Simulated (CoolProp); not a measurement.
A Linde-Hampson liquefier for methane: isothermal reversible compression at 290 K from 1 atm to 5 MPa, throttling to 1 atm, return gas leaving the recuperator 10 K below the feed. Each further row changes one setting.

Computed with CoolProp (reference Helmholtz-energy equation of state, Setzmann 1991).

```csv
case,liquid yield per pass,compression work (kJ/kg of gas)
as stated,[?],572
high pressure 10 MPa,0.098,[?]
warm-end temperature 320 K,0.021,[?]
warm-end gap 15 K,[?],572
```

Question: Complete the blanks.

Answer: 
- as stated, liquid yield per pass: 0.035
- high pressure 10 MPa, compression work (kJ/kg of gas): 663
- warm-end temperature 320 K, compression work (kJ/kg of gas): 636
- warm-end gap 15 K, liquid yield per pass: 0.022
